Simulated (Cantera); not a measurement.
A closed system holds: 1 mol SiC, 0.46 mol O₂, 250 mol N₂, equilibrated at 827 °C and 2.10 Pa.

Equilibrium computed with Cantera from the NASA thermochemical tables; the gas is ideal and each condensed phase is pure. Candidate condensed phases: C, Si, SiC, SiO₂, Si₂N₂O, Si₃N₄; 34 gas species. N₂ is the only nitrogen source here; it is nearly inert below about 1500 K, so the nitride shown seldom forms there in practice. The numbers say what is thermodynamically allowed, not how fast it happens.

Base state: N₂ 0.998, CO 0.00168 (mole fractions); condensed: C(graphite) + Si₂N₂O(s).

What changes in the equilibrium state with this change: temperature from 827 °C to 1127 °C?


```tsv
species	before	after
N₂	0.998	0.996
CO	0.00168	0.00184
SiO	3.38e-8	0.00183
C(graphite), mol	0.580	0
Si₂N₂O(s), mol	0.500	0
SiC(s), mol	0	0.539
```

What changes in the equilibrium state with this change: O₂ from 0.46 to 0.006 mol?


```
species            before    after
----------------  -------  -------
N₂                  0.998    1.000
CO                0.00168  1.76e-5
C(graphite), mol    0.580   0.0108
Si₂N₂O(s), mol      0.500  0.00761
SiC(s), mol             0    0.985
```
Mutual solubility and eutectic melting of coexisting phases are not modelled.
